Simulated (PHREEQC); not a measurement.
Solution (25 °C): 0.0091 mol/kgw KH2PO4 and 3.2e-05 mol/kgw HF. Closed to the air; pH follows from the charge balance.

The numbers come from PHREEQC with the ion-association model, phreeqc.dat.

```tsv
quantity	before	after
pH	4.58	4.24
ionic strength (mol/kgw)	0.00916	0.00918
```

Task: Name the change that produced these shifts.
A) KH2PO4 replaced by Na3PO4 at the same molality
B) HF from 3.2e-05 to 2.88e-05 mol/kgw
C) HF replaced by HBF4 at the same molality
D) HF replaced by KF at the same molality
E) KH2PO4 left out

Result: C, HF replaced by HBF4 at the same molality

No solid was allowed to form. Real BF4- forms and hydrolyses slowly; the run takes it at equilibrium.
